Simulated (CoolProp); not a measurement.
Vapour-liquid equilibrium of R114 (1) + n-heptane (2) at 0.308 MPa; x and y are mole fractions of (1).

Model: multi-fluid Helmholtz-energy mixture model, Platzer 1990 and Span 2003; pair parameters Bell 2016, in CoolProp. This equation is an older, rougher fit; its heat capacities, sound speeds and derivatives of the liquid may be far off and weren't checked against measurements.

```csv
x,bubble temperature (°C),y at the bubble point,dew temperature at overall composition x (°C),liquid density (mol/L)
0.05,122.8,0.364,139.1,5.933
0.2,84.6,0.806,131.8,6.485
0.35,65.7,0.911,123.6,6.873
0.5,55.4,0.949,114.0,7.199
0.65,48.7,0.969,102.0,7.507
0.8,43.4,0.982,85.4,7.823
0.95,38.5,0.995,55.0,8.169
```

No azeotrope shows between x = 0.05 and 0.95.

Pair parameters are fitted to limited data, so mixtures are less certain than the pure fluids.
